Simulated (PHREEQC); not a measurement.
Dissolve 2.8 mmol/kgw KOH, 36 mmol/kgw Fe(NO3)3 and 0.0071 mmol/kgw CO2 at 25 °C. Closed to the air; pH follows from the charge balance.

The numbers come from PHREEQC with the ion-association model, phreeqc.dat.

Precipitation was switched off in this run.

**Question.** Order these Fe species by the share of Fe that they hold, largest first: FeOH+2, Fe2(OH)2+4, Fe3(OH)4+5, Fe(OH)2+, Fe+3.

**Answer.** Fe+3 (53 %), Fe2(OH)2+4 (30 %), FeOH+2 (13 %), Fe3(OH)4+5 (4.9 %), Fe(OH)2+ (0.14 %)

The pH is 1.93 and the ionic strength 0.207 mol/kgw. The solution is supersaturated, for example in Hematite (slow to form), Goethite (slow to form), so a real one may precipitate; this is no full list. Complexes and solids missing from the database can't appear.
